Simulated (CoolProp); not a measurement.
The fluid at 470.16 K and 14.4 MPa flows at 20 m/s in a round tube of 4.6 mm bore and 45 µm roughness, fully developed (64/Re and Nu = 3.66 if laminar; Colebrook and Gnielinski if turbulent). The same conditions are run with several fluids, on thermodynamics alone (safety and materials aside).

Computed with CoolProp (reference Helmholtz-energy equation of state of each fluid (n-decane: Lemmon 2006; n-octane: Beckmüller 2019; ethylbenzene: Zhou 2012; n-hexane: Thol 2019; water: Wagner 2002)).

| fluid | Reynolds number | Darcy friction factor | pressure drop (Pa/m) | heat-transfer coefficient (W/(m² K)) | mass flow (kg/h) |
|---|---|---|---|---|---|
| n-decane | 260000 | 0.0379 | 1010000 | 53900 | 735 |
| n-octane | 352000 | 0.0378 | 950000 | 60900 | 691 |
| ethylbenzene | 368000 | 0.0378 | 1190000 | 65200 | 870 |
| n-hexane | 463000 | 0.0378 | 849000 | 70600 | 619 |
| water | 577000 | 0.0377 | 1440000 | 383000 | 1050 |

Transport values come from each fluid's own correlations; those of ethylbenzene are estimates that may be off by 10 % or more.
